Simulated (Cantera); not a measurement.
An isothermal, constant-pressure homogeneous reactor starts with 81.6 % N₂O, 18.4 % H₂O, at 1573 K and 20000 Pa.

Computed with Cantera and GRI-Mech 3.0 (53 species, 325 reactions). GRI-Mech 3.0 was tuned for natural gas; its chemistry of N2O as a main component is partial and can be far from experiment. The temperature is held fixed by assumption; the heat of reaction is taken as removed at once.

Question: Predict: x(N₂O) at 2.00 s; x(H₂O) at 2.00 s; x(HO₂) at 2.00 s; x(O) at 2.00 s; x(O₂) at 2.00 s.

Answer: 
```json
{
 "x(N₂O) at 2.00 s": "2.03e-6 (gas-phase equilibrium 4.00e-8)",
 "x(H₂O) at 2.00 s": "0.130 (gas-phase equilibrium 0.130)",
 "x(HO₂) at 2.00 s": "2.68e-7 (gas-phase equilibrium 3.09e-7)",
 "x(O) at 2.00 s": "1.15e-5 (gas-phase equilibrium 1.26e-5)",
 "x(O₂) at 2.00 s": "0.239 (gas-phase equilibrium 0.289)"
}
```
